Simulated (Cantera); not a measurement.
Cantera run, input and output.

```python
import numpy as np
import cantera as ct

gas = ct.Solution("gri30.yaml")
gas.TPX = 1475, 590000, {'CH3OH': 0.0027, 'O2': 0.055, 'N2': 1, 'H2': 0.066}
inlet = ct.Reservoir(gas, clone=True)

reactor = ct.IdealGasConstPressureReactor(gas, energy="off", clone=False)
exhaust = ct.Reservoir(gas, clone=True)
tau = [1.1, 0.35, 0.12, 0.039, 0.013, 0.0042, 0.0014, 0.00046][0]
for a, b in ((inlet, reactor), (reactor, exhaust)):
    ct.MassFlowController(a, b, mdot=lambda t: reactor.mass / tau)
net = ct.ReactorNet([reactor])
show = ['CH3OH', 'O2', 'CH2', 'OH', 'C2H', 'CH2O', 'C2H4']

rows = []
print(f"{'tau/s':>10s}{'T/K':>9s}" + "".join(f"{s:>11s}" for s in show))
for tau in [1.1, 0.35, 0.12, 0.039, 0.013, 0.0042, 0.0014, 0.00046]:
    net.initial_time = 0.0
    net.advance(30 * tau)
    before = gas.X
    net.advance(40 * tau)
    drift = np.max(np.abs(gas.X - before) / (gas.X + 1e-9))
    rows.append([gas.T, *gas[show].X, drift])
    print(f"{tau:10.3e}{gas.T:9.1f}" + "".join(f"{x:11.3e}" for x in gas[show].X))
```

It prints:

```
     tau/s      T/K      CH3OH         O2        CH2         OH        C2H       CH2O       C2H4
 1.100e+00   1475.0  6.947e-08  1.643e-02  5.356e-13  5.262e-05  4.908e-21  3.963e-08  9.659e-17
 3.500e-01   1475.0  1.544e-07  1.643e-02  1.238e-12  7.309e-05  1.056e-20  8.882e-08  1.989e-16
 1.200e-01   1475.0  3.200e-07  1.644e-02  2.926e-12  1.001e-04  2.516e-20  1.861e-07  4.672e-16
 3.900e-02   1475.0  6.697e-07  1.646e-02  8.964e-12  1.403e-04  9.582e-20  3.967e-07  1.791e-15
 1.300e-02   1475.0  1.324e-06  1.651e-02  3.712e-11  1.969e-04  5.898e-19  8.055e-07  1.111e-14
 4.200e-03   1475.0  2.515e-06  1.662e-02  2.071e-10  2.832e-04  5.188e-18  1.586e-06  9.445e-14
 1.400e-03   1475.0  4.371e-06  1.684e-02  1.190e-09  4.102e-04  4.847e-17  2.867e-06  7.674e-13
 4.600e-04   1475.0  7.154e-06  1.728e-02  6.553e-09  6.030e-04  5.414e-16  4.853e-06  6.298e-12
```

Model: GRI-Mech 3.0 (53 species, 325 reactions), integrated in Cantera. GRI-Mech 3.0 was tuned for natural gas; its chemistry of methanol as a main component is partial and can be far from experiment. The temperature is held fixed by assumption; the heat of reaction is taken as removed at once.
